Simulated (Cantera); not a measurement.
Feed: 1 mol toluene, 1.3 mol NH3, 16 mol H2, at 5.90 bar.

Cantera equilibrium calculation (NASA polynomials, part measured and part estimated; ideal gas, pure solids and liquids). Candidate condensed phases: C, C6H6, C7H8, C8H18; 92 gas species. Rates play no part. All values below are at 848 K.

Base state: H2 0.509, CH4 0.449, N2 0.0413, NH3 0.000822, C2H6 1.46e-5 (mole fractions); condensed: gas only.

Problem. What changes in the equilibrium state with this change: toluene replaced by n-butane?

Solution. 
```tsv
species	before	after
H2	0.509	0.762
CH4	0.449	0.204
N2	0.0413	0.0325
C2H6	1.46e-5	2.02e-6
NH3	0.000822	0.00134
```

Problem. What changes in the equilibrium state with this change: pressure from 5.90 bar to 5.00 mbar?

Solution. 
```tsv
species	before	after
H2	0.509	0.968
N2	0.0413	0.0288
CH4	0.449	0.00300
C2H6	1.46e-5	<1e-9
NH3	0.000822	1.53e-6
C(graphite), mol	0	6.93
```
